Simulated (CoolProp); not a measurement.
Model: reference Helmholtz-energy equation of state, Wu 2011, in CoolProp.

### Question
For dimethyl ether, give the phase and the Joule-Thomson coefficient (K/MPa), viscosity (µPa s) at 445.9 K and 0.158 MPa; 445.9 K and 5.77 MPa; 445.9 K and 50 MPa.

### Answer
- 445.9 K and 0.158 MPa: gas; Joule-Thomson coefficient 6.50, viscosity 13.8
- 445.9 K and 5.77 MPa: supercritical; Joule-Thomson coefficient 8.12, viscosity 17.2
- 445.9 K and 50 MPa: supercritical; Joule-Thomson coefficient -0.128, viscosity 86.0

Viscosity comes from a separate model (Meng 2012).
